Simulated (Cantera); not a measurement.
Thermodynamics of silicon oxide and oxynitride deposition, feed Si₂H₆ + O₂

Input: 1 mol Si₂H₆, a varied amount of O₂, held at 1825 K and 0.370 bar.

Cantera equilibrium calculation (NASA polynomials, part measured and part estimated; ideal gas, pure solids and liquids). Candidate condensed phases: H₂O, Si, SiO₂; 18 gas species. The feed counts by its element totals alone. Each liquid is taken as pure. Mutual solubility and eutectic melting of coexisting phases are not modelled. The tables hold silica as quartz up to 1696 K and as liquid above; real silica turns to tridymite and cristobalite and melts near 1996 K. Gases not in the tables: Si(OH)₄, Si₂H₆ and higher silanes. Rates play no part.

```tsv
n(O₂) (mol)	log p H₂	log p O₂	log p H₂O	log p SiO	log p OH	log p H	log p O	n Si(l)	n SiO₂(condensed)
0.25	-0.50	<-12	-4.72	-1.28	-8.98	-3.61	-12.20	1.50	0
0.41	-0.50	<-12	-4.70	-1.25	-8.96	-3.61	-12.18	1.32	0.144
0.69	-0.50	<-12	-4.70	-1.25	-8.96	-3.61	-12.18	1.04	0.424
1.1	-0.50	<-12	-4.70	-1.25	-8.96	-3.61	-12.18	0.634	0.834
1.9	-0.46	<-12	-4.28	-1.64	-8.56	-3.59	-11.80	0	1.80
3.1	-1.01	-7.46	-0.57	-5.89	-4.58	-3.86	-7.54	0	2.00
5.2	-4.36	-0.87	-0.63	-9.18	-2.96	-5.54	-4.25	0	2.00
8.6	-4.72	-0.63	-0.87	-9.30	-3.02	-5.71	-4.13	0	2.00
14	-4.99	-0.54	-1.09	-9.35	-3.11	-5.85	-4.08	0	2.00
```
log p: log10 of the partial pressure in bar; n: condensed amount in mol.

At 0.25 mol O₂ the condensed part is Si(l). From 0.41 mol O₂ to 1.1 mol O₂ the condensed part is Si(l) + SiO₂(condensed). From 1.9 mol O₂ to 14 mol O₂ the condensed part is SiO₂(condensed).
